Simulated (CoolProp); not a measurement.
A single-stage vapour-compression cycle with CH2F2 (R32): evaporating at 204.15 K (dew point), condensing at 254.15 K (bubble point), superheat 5 K, subcooling 0 K, compressor efficiency 0.8, no pressure losses. Each further row changes one setting.

Values from CoolProp's reference Helmholtz-energy equation of state, Tillner-Roth 1997.

```json
[
 {"case": "as stated", "cooling COP": "2.55", "pressure ratio": "11.0", "discharge temperature (K)": "367.3", "refrigerating effect (kJ/kg)": "323", "volumetric capacity (kJ/m³)": "379"},
 {"case": "evaporating temperature 209.15 K", "cooling COP": "2.98", "pressure ratio": "8.14", "discharge temperature (K)": "352.1", "refrigerating effect (kJ/kg)": "326", "volumetric capacity (kJ/m³)": "506"},
 {"case": "condensing temperature 249.15 K", "cooling COP": "2.90", "pressure ratio": "9.07", "discharge temperature (K)": "353.4", "refrigerating effect (kJ/kg)": "332", "volumetric capacity (kJ/m³)": "389"},
 {"case": "subcooling 5 K", "cooling COP": "2.62", "pressure ratio": "11.0", "discharge temperature (K)": "367.3", "refrigerating effect (kJ/kg)": "332", "volumetric capacity (kJ/m³)": "389"},
 {"case": "superheat 15 K", "cooling COP": "2.49", "pressure ratio": "11.0", "discharge temperature (K)": "381.4", "refrigerating effect (kJ/kg)": "331", "volumetric capacity (kJ/m³)": "369"},
 {"case": "compressor efficiency 0.7", "cooling COP": "2.23", "pressure ratio": "11.0", "discharge temperature (K)": "385.8", "refrigerating effect (kJ/kg)": "323", "volumetric capacity (kJ/m³)": "379"}
]
```
